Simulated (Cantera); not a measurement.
Stirred combustor or abatement burner

A perfectly stirred reactor is fed with CH4 : H2 : O2 : N2 : H2O = 1 : 1.5 : 1.96 : 7.39 : 0.36 (molar parts), at 11.0 bar; it is adiabatic with a 450 K inlet, and is followed from long to short residence time, starting on the burning branch (τ in s: 0.19, 0.091, 0.045, 0.022, 0.011, 0.0052, 0.0026, 0.0013, 0.00061, 0.0003, 0.00015, 7.2e-05, 3.5e-05).

Cantera simulation using GRI-Mech 3.0 (53 species, 325 reactions); the numbers are that mechanism's predictions, not measurements.

```csv
τ (s),T (K),x CH4,x H2,x O2,x CO,x CH2CO,x C2H4,x O
0.19,2131,6.86e-5,0.0778,1.24e-5,0.0508,3.25e-8,1.05e-8,4.29e-7
0.091,2131,0.000131,0.0776,2.44e-5,0.0508,7.15e-8,3.96e-8,4.75e-7
0.045,2131,0.000241,0.0773,4.72e-5,0.0506,1.59e-7,1.37e-7,5.37e-7
0.022,2131,0.000435,0.0767,9.26e-5,0.0504,3.72e-7,4.66e-7,6.36e-7
0.011,2132,0.000744,0.0757,0.000177,0.0499,8.67e-7,1.41e-6,7.97e-7
0.0052,2132,0.00124,0.0741,0.000354,0.0492,2.12e-6,4.18e-6,1.12e-6
0.0026,2132,0.00186,0.0719,0.000661,0.0481,4.54e-6,1.01e-5,1.68e-6
0.0013,2129,0.00260,0.0693,0.00121,0.0470,9.08e-6,2.19e-5,2.70e-6
0.00061,2120,0.00352,0.0665,0.00229,0.0458,1.80e-5,4.64e-5,4.84e-6
0.00030,2103,0.00454,0.0643,0.00410,0.0451,3.27e-5,8.92e-5,8.66e-6
0.00015,2069,0.00591,0.0628,0.00735,0.0450,5.86e-5,0.000169,1.55e-5
7.2e-5,1982,0.00915,0.0628,0.0158,0.0452,0.000130,0.000403,2.79e-5
3.5e-5,450,0.0819,0.123,0.161,<1e-12,<1e-12,<1e-12,<1e-12
```
x: mole fraction; the columns are a selection and need not sum to one.
